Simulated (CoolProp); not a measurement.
Model: reference Helmholtz-energy equation of state, Lemmon 2005, in CoolProp. It is a short technical equation, of lower accuracy than the large ones.

### Question
For cis-2-butene, give the phase and the Z, cv (kJ/(kg K)), speed of sound (m/s), isothermal compressibility (1/MPa) at 111.95 °C and 9.71 bar.

### Answer
- 111.95 °C and 9.71 bar: gas; Z 0.866, cv 1.70, speed of sound 221, isothermal compressibility 1.21
